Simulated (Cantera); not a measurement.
Mixture: CH4 : O2 : N2 = 1 : 1.33 : 5.01 (molar parts), equivalence ratio 1.5, at 1800000 Pa, adiabatic and at constant volume. Ignition delay is the time to a rise of 400 K.

Detailed kinetics in Cantera: GRI-Mech 3.0 (53 species, 325 reactions). The pressure lies above the range GRI-Mech 3.0 was tuned for (to about 10 atm).

Question: What does this change do: pressure from 1800000 Pa to 1000000 Pa?

Answer: 
```
quantity                                                before       after
--------------------------------------------------  ----------  ----------
delay at 1023 K                                        33.4 ms     65.3 ms
delay at 1098 K                                        10.6 ms     21.3 ms
delay at 1173 K                                        3.93 ms     7.79 ms
delay at 1248 K                                        1.60 ms     3.09 ms
delay at 1323 K                                       0.701 ms     1.30 ms
delay at 1398 K                                       0.323 ms    0.578 ms
delay at 1473 K                                       0.155 ms    0.269 ms
apparent activation energy between 1323 and 1473 K  160 kJ/mol  170 kJ/mol
```

Question: What does this change do: constant pressure in place of constant volume?

Answer: 
```
quantity                                                before       after
--------------------------------------------------  ----------  ----------
delay at 1023 K                                        33.4 ms     34.4 ms
delay at 1098 K                                        10.6 ms     11.0 ms
delay at 1173 K                                        3.93 ms     4.14 ms
delay at 1248 K                                        1.60 ms     1.71 ms
delay at 1323 K                                       0.701 ms    0.753 ms
delay at 1398 K                                       0.323 ms    0.350 ms
delay at 1473 K                                       0.155 ms    0.170 ms
apparent activation energy between 1323 and 1473 K  160 kJ/mol  160 kJ/mol
```
